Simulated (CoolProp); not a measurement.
A single-stage vapour-compression cycle with R410A: evaporating at 233.15 K (dew point), condensing at 291.15 K (bubble point), superheat 8 K, subcooling 2 K, compressor efficiency 0.7, no pressure losses. Each further row changes one setting.

Model: reference Helmholtz-energy equation of state, Lemmon 2003, in CoolProp. It is a pseudo-pure fit of the blend.

| case | cooling COP | pressure ratio | discharge temperature (K) | refrigerating effect (kJ/kg) | volumetric capacity (kJ/m³) |
|---|---|---|---|---|---|
| as stated | … | 7.83 | 359.6 | 187 | 1250 |
| evaporating temperature 238.15 K | 2.43 | 6.28 | 352.4 | 189 | 1560 |
| condensing temperature 286.15 K | … | … | 350.9 | 195 | 1300 |
| subcooling 7 K | 2.22 | 7.83 | 359.6 | 195 | 1300 |
| superheat 18 K | 2.11 | 7.83 | … | 195 | 1240 |
| compressor efficiency 0.6 | 1.82 | 7.83 | 374.1 | 187 | 1250 |

Q: What belongs in the gaps?

A: 
- as stated, cooling COP: 2.12
- condensing temperature 286.15 K, cooling COP: 2.40
- condensing temperature 286.15 K, pressure ratio: 6.79
- superheat 18 K, discharge temperature (K): 372.1
